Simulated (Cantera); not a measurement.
**Pyrogenic steam for wet oxidation**

An isothermal, constant-pressure homogeneous reactor starts with 36.1 % H₂, 40.2 % O₂, 23.7 % N₂, at 1025 K and 90.0 Torr.

Detailed kinetics in Cantera: the H2/O2 subset of GRI-Mech 3.0, which has no nitrogen chemistry. Radical loss at walls, strong at low pressure, is not modelled. The temperature is held fixed by assumption; the heat of reaction is taken as removed at once.

```tsv
t (s)	x H₂	x O₂	x O	x H₂O₂	x HO₂
0.000300	0.361	0.401	2.73e-5	1.62e-8	1.09e-5
0.000615	0.0437	0.279	0.00992	8.50e-6	9.28e-5
0.00126	0.00551	0.271	0.000601	7.47e-6	6.59e-5
0.00259	0.00207	0.270	0.000133	5.04e-6	3.78e-5
0.00531	0.000845	0.270	4.14e-5	3.31e-6	2.07e-5
0.0109	0.000305	0.270	1.27e-5	1.69e-6	9.34e-6
0.0223	8.73e-5	0.270	3.60e-6	6.67e-7	3.14e-6
0.0458	1.82e-5	0.270	9.96e-7	2.67e-7	7.75e-7
0.0940	2.74e-6	0.270	3.07e-7	1.14e-7	1.65e-7
0.193	3.11e-7	0.270	1.11e-7	4.95e-8	4.15e-8
0.395	4.32e-8	0.270	4.57e-8	2.25e-8	1.50e-8
0.811	1.35e-8	0.270	2.03e-8	1.06e-8	6.76e-9
1.66	5.79e-9	0.270	9.39e-9	5.15e-9	3.44e-9
3.41	2.66e-9	0.270	4.46e-9	2.53e-9	2.07e-9
7.00	1.30e-9	0.270	2.17e-9	1.26e-9	1.62e-9
```
x: mole fraction; the columns are a selection and need not sum to one.

Equilibrium at this temperature and pressure: H₂ 4.47e-10, O₂ 0.270, O 4.98e-10, H₂O₂ 3.05e-10, HO₂ 2.05e-9 (gas phase only).
